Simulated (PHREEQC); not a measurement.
**Leach liquor: an equilibrium model**

A solution holds 0.087 mol HCl, 0.046 mol Li2SO4 and 0.0029 mol Na2SO4 per kg of water, at 25 °C. Closed to the air; pH follows from the charge balance.

Computed with PHREEQC (ion-association model, wateq4f.dat).

Each row changes one thing in this solution. No solid was allowed to form.

| case | pH | ionic strength (mol/kgw) | HSO4- (mol/kgw) | SO4-2 (mol/kgw) | LiSO4- (mol/kgw) |
|---|---|---|---|---|---|
| as made | 1.34 | 0.169 | 0.0304 | 0.0163 | 0.00204 |
| temperature from 25 to 55 °C | 1.39 | 0.158 | 0.0365 | ___ | 0.00134 |
| diluted 100-fold with water | 3.10 | 0.00227 | 3.04e-5 | 0.000457 | 1.49e-6 |
| 0.0057 mol/kgw CsCl added | 1.34 | ___ | ___ | 0.0164 | 0.00203 |
| Na2SO4 left out | 1.33 | 0.163 | 0.0290 | 0.0151 | 0.00191 |
| 0.00091 mol/kgw TMAH added | 1.35 | 0.169 | 0.0302 | ___ | ___ |

Problem. Some entries are withheld; supply them.

Solution. 
- temperature from 25 to 55 °C, SO4-2 (mol/kgw): 0.0110
- 0.0057 mol/kgw CsCl added, ionic strength (mol/kgw): 0.174
- 0.0057 mol/kgw CsCl added, HSO4- (mol/kgw): 0.0303
- 0.00091 mol/kgw TMAH added, SO4-2 (mol/kgw): 0.0165
- 0.00091 mol/kgw TMAH added, LiSO4- (mol/kgw): 0.00206

Complexes and solids missing from the database can't appear. At this temperature some constants are extrapolated from 25 °C, and those without enthalpy data are left unchanged.
